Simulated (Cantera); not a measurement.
An adiabatic, constant-pressure homogeneous reactor starts with CO : H2 : O2 : N2 = 1 : 0.2 : 0.261 : 0.981 (molar parts), at 1173 K and 27.0 bar.

Cantera simulation using GRI-Mech 3.0 (53 species, 325 reactions); the numbers are that mechanism's predictions, not measurements. The hydrogen kinetics of GRI-Mech 3.0 are dated; newer H2 mechanisms differ, most at raised pressure. The pressure lies above the range GRI-Mech 3.0 was tuned for (to about 10 atm).

Predict: time of steepest temperature rise; temperature at 0.300 s; equilibrium temperature; x(CO) at 0.300 s; x(H2) at 0.300 s; x(O2) at 0.300 s; x(NO) at 0.300 s; x(H) at 0.300 s.


```json
{
 "time_of_steepest_temperature_rise": "59.1 µs",
 "temperature at 0.300 s": "2734 K",
 "equilibrium_temperature": "2734 K",
 "x(CO) at 0.300 s": "0.293 (gas-phase equilibrium 0.293)",
 "x(H2) at 0.300 s": "0.0186 (gas-phase equilibrium 0.0186)",
 "x(O2) at 0.300 s": "0.000155 (gas-phase equilibrium 0.000155)",
 "x(NO) at 0.300 s": "0.000689 (gas-phase equilibrium 0.000689)",
 "x(H) at 0.300 s": "0.00171 (gas-phase equilibrium 0.00171)"
}
```
